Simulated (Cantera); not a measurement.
What does this Cantera script print?

```python
import numpy as np
import cantera as ct

gas = ct.Solution("gri30.yaml")
gas.TPX = 2450, 13332, {'CH4': 0.0042, 'H2': 1, 'O2': 0.0031, 'H2O': 0.0026}
reactor = ct.IdealGasConstPressureReactor(gas, energy="off", clone=False)
net = ct.ReactorNet([reactor])
net.rtol, net.atol = 1e-08, 1e-18
show = ['CH4', 'H2', 'O2', 'CH2CO', 'CH3', 'CH2']
times = np.geomspace(1e-06, 20, 14)

steps = ct.SolutionArray(gas, extra=["t"])
rows = []
print(f"{'t/s':>10s}{'T/K':>9s}{'P/Pa':>11s}" + "".join(f"{s:>11s}" for s in show))
for t in times:
    while net.time < t:
        t_next = net.step()
        steps.append(gas.state, t=t_next)
    rows.append([np.interp(t, steps.t, y) for y in (steps.T, steps.P, *steps(*show).X.T)])
    print(f"{t:10.3e}{rows[-1][0]:9.1f}{rows[-1][1]:11.4g}" + "".join(f"{x:11.3e}" for x in rows[-1][2:]))
rate = np.gradient(steps.T, steps.t)
print("integrator steps:", len(steps.t))
if steps.T.max() > steps.T[0] + 200:
    print(f"time of steepest temperature rise: {steps.t[rate.argmax()]:.4e} s")
gas.TPX = 2450, 13332, {'CH4': 0.0042, 'H2': 1, 'O2': 0.0031, 'H2O': 0.0026}
gas.equilibrate("TP")
print(f"equilibrium (TP): T = {gas.T:.1f} K  " + "  ".join(f"{s} {gas[s].X[0]:.3e}" for s in show))
```

It prints:

```
       t/s      T/K       P/Pa        CH4         H2         O2      CH2CO        CH3        CH2
 1.000e-06   2450.0  1.333e+04  4.145e-03  9.902e-01  3.067e-03  6.110e-18  1.379e-05  1.618e-09
 3.644e-06   2450.0  1.333e+04  4.129e-03  9.901e-01  3.059e-03  3.072e-15  2.937e-05  1.192e-08
 1.328e-05   2450.0  1.333e+04  4.092e-03  9.895e-01  3.009e-03  1.004e-12  6.567e-05  7.656e-08
 4.840e-05   2450.0  1.333e+04  3.918e-03  9.866e-01  2.482e-03  2.991e-10  2.315e-04  1.076e-06
 1.764e-04   2450.0  1.333e+04  3.306e-03  9.758e-01  1.339e-04  4.978e-09  7.255e-04  1.311e-05
 6.428e-04   2450.0  1.333e+04  2.094e-03  9.659e-01  1.975e-09  4.643e-08  8.671e-04  2.928e-05
 2.343e-03   2450.0  1.333e+04  4.425e-04  9.560e-01  4.216e-09  1.352e-07  2.803e-04  1.518e-05
 8.537e-03   2450.0  1.333e+04  1.180e-04  9.472e-01  4.981e-09  8.336e-08  9.737e-05  7.006e-06
 3.111e-02   2450.0  1.333e+04  2.103e-05  9.399e-01  3.672e-09  7.556e-09  2.084e-05  1.809e-06
 1.134e-01   2450.0  1.333e+04  2.267e-09  9.379e-01  3.535e-09  4.535e-13  2.345e-09  2.125e-10
 4.132e-01   2450.0  1.333e+04  5.353e-11  9.379e-01  3.536e-09  4.491e-16  5.538e-11  5.055e-12
 1.506e+00   2450.0  1.333e+04  5.353e-11  9.379e-01  3.536e-09  4.491e-16  5.538e-11  5.055e-12
 5.488e+00   2450.0  1.333e+04  5.353e-11  9.379e-01  3.536e-09  4.491e-16  5.538e-11  5.055e-12
 2.000e+01   2450.0  1.333e+04  5.353e-11  9.379e-01  3.536e-09  4.491e-16  5.538e-11  5.055e-12
integrator steps: 1707
equilibrium (TP): T = 2450.0 K  CH4 5.998e-11  H2 9.379e-01  O2 3.536e-09  CH2CO 5.032e-16  CH3 6.206e-11  CH2 5.658e-12
```

Cantera simulation using GRI-Mech 3.0 (53 species, 325 reactions); the numbers are that mechanism's predictions, not measurements.
